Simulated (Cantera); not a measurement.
# Ignition delay

Mixture: CH3OH : O2 : N2 = 1 : 1.15 : 4.34 (molar parts), at 1.01 bar, adiabatic and at constant pressure. Ignition delay is the time to a rise of 400 K.

Detailed kinetics in Cantera: GRI-Mech 3.0 (53 species, 325 reactions). GRI-Mech 3.0 was tuned for natural gas; its chemistry of methanol as a main component is partial and can be far from experiment.

```csv
T0 (K),delay (ms)
1300,1.98
1400,0.567
1500,0.202
1600,0.0857
1700,0.0416
1800,0.0224
1900,0.0131
2000,0.00820
```

The apparent activation energy between 1800 and 2000 K comes out as 150 kJ/mol.
